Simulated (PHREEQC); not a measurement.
Consider water at 25 °C with 0.0037 mol/kgw MgSO4. Closed to the air; pH follows from the charge balance.

Model: ion-association model, wateq4f.dat, run in PHREEQC.

```json
{
  "ionic_strength": "0.0115 mol/kgw"
}
```

```tsv
species	molality	activity	log γ
Mg+2	0.00287	0.00189	-0.181
SO4-2	0.00287	0.00187	-0.186
MgSO4	0.000828	0.000830	0.001
H+	1.32e-7	1.20e-7	-0.042
OH-	9.32e-8	8.33e-8	-0.049
MgOH+	6.34e-8	5.72e-8	-0.044
```

This is a speciation only: nothing precipitates in the calculation. Complexes and solids missing from the database can't appear.
